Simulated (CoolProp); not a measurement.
20 sccm (0 °C, 1 atm) of nitrogen bubbles through liquid dodecamethylpentasiloxane (MD3M) at 357.7 K and leaves saturated at a total pressure of 0.00587 MPa (ideal gas phase). Each further row changes one setting.

Model: reference Helmholtz-energy equation of state, Thol 2019, in CoolProp.

| case | vapour pressure (kPa) | mole fraction of vapour | delivery (mg/min) | delivery (sccm) | change of delivery for a bath 1 K warmer (%) |
|---|---|---|---|---|---|
| as stated | 0.506 | (withheld) | (withheld) | 1.88 | (withheld) |
| bath temperature 362.7 K | 0.670 | (withheld) | 44.2 | 2.57 | 6.4 |
| total pressure 0.0117 MPa | 0.506 | 0.0432 | 15.5 | 0.903 | 6.2 |

Task: Some entries are withheld; supply them.

Result: 
- as stated, mole fraction of vapour: 0.0861
- as stated, delivery (mg/min): 32.4
- as stated, change of delivery for a bath 1 K warmer (%): 6.5
- bath temperature 362.7 K, mole fraction of vapour: 0.114
